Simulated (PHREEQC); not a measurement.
Solution (25 °C): 0.022 mol/kgw CuCl2 and 0.00011 mol/kgw FeCl3. Closed to the air; pH follows from the charge balance.

Model: ion-association model, wateq4f.dat, run in PHREEQC.

Question: The ionic strength comes out as 0.0641 mol/kgw. What activity coefficients do FeCl+2, CuCl+, Fe+3, Cl-, FeOH+2 get?

Answer: FeCl+2 0.43, CuCl+ 0.80, Fe+3 0.22, Cl- 0.80, FeOH+2 0.43.

Precipitation was switched off in this run. Saturation is exceeded, for instance for Fe(OH)3(a), Hematite (slow to form); the values hold only as long as no solid forms.
